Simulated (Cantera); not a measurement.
Feed: 1 mol SiH4, 0.64 mol Cl2, 38 mol N2, held at 1450 °C and 2.10 mbar.

Method: chemical equilibrium by Gibbs-energy minimisation in Cantera with the NASA 1993 tables (ideal gas, pure condensed phases). The tables' values for SiCl, SiCl3, SiN are old estimates; treat these amounts as uncertain. Kinetics and transport are ignored.

```
species          before     after
-------------  --------  --------
N2                0.934     0.934
H2               0.0432    0.0343
HCl              0.0112    0.0315
SiCl2           0.00997  0.000192
Si             0.000468     <1e-9
SiCl           0.000161   1.27e-9
Si2N            2.05e-5     <1e-9
SiN             1.16e-5     <1e-9
H              0.000827   2.98e-6
SiCl4           5.86e-8   1.46e-5
Si(l), mol        0.566         0
Si3N4(s), mol         0     0.330
```
Gas species are given as mole fractions.

Which change was made?
A) Cl2 from 0.64 to 0.031 mol
B) pressure from 2.10 mbar to 11.0 mbar
C) Cl2 from 0.64 to 0.011 mol
D) temperature from 1450 °C to 1002 °C

D, temperature from 1450 °C to 1002 °C. N2 is the only nitrogen source here; it is nearly inert below about 1500 K, so the nitride shown seldom forms there in practice. The tables' values for SiCl3 are old estimates; treat these amounts as uncertain
